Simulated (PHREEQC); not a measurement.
0.097 g of hydrous ferric oxide (600 m²/g; 0.2 weak and 0.005 strong sites per Fe, Dzombak-Morel constants, diffuse double layer) in 1 kg of water with 0.05 mol/kgw of an inert sodium salt and 0.005 mmol/kgw CuCl2 and 0.43 mmol/kgw NaH2PO4, at 25 °C; the pH is set by adding NaOH or the inert anion's acid. Oxygen alone is held at its pressure in air (log pO2 = -0.68). CO2 from the air is kept out. Precipitation was switched off in this run.

The series has 17 steps of pH, from 4 to 12.

The numbers come from PHREEQC with the ion-association model, wateq4f.dat.

Q: Near which pH is half of the Cu sorbed, and on which side is more sorbed?

A: Near pH 5.1, with more sorbed at higher pH.

Q: At which pH does the surface charge pass through zero?

A: Near pH 5.2.

H3PO4, which wateq4f.dat lacks, is added to it with the constant of phreeqc.dat. The database has no phosphate complexes of Cu. The database's constant for dissolved Cu(OH)2 is higher than later reviews accept.
